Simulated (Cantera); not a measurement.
Gas mixture: H2 = 0.77 (molar parts), at 0.165 Torr, frozen composition.

Cantera's kinetic-theory transport with the Lennard-Jones parameters of GRI-Mech 3.0, ideal gas; thermal conductivity in the multicomponent form.

D: mixture-averaged diffusion coefficient of that species in the mixture.

```
T (K)  ρ (kg/m³)  cp (J/kg/K)   μ (µPa s)  λ (mW/m/K)     Pr  D (cm²/s) O  D (cm²/s) H  D (cm²/s) CH4
-----  ---------  -----------  ----------  ----------  -----  -----------  -----------  -------------
400      1.33e-5        14520  (withheld)         229  0.689         8120        16300           5560
600      8.89e-6        14510  (withheld)         298  0.688        16000        32300          11000
800      6.67e-6        14690  (withheld)         364  0.688        25800        52200          17800
1000     5.33e-6        14960  (withheld)         427  0.689        37300        75700          25800
1200     4.45e-6        15380  (withheld)         493  0.690        50500       102000          34900
1400     3.81e-6        15800  (withheld)         559  0.691        65200       132000          45100
```

### Question
What belongs in the gaps?

### Answer

- 400, μ (µPa s): 10.9
- 600, μ (µPa s): 14.1
- 800, μ (µPa s): 17.0
- 1000, μ (µPa s): 19.7
- 1200, μ (µPa s): 22.1
- 1400, μ (µPa s): 24.4
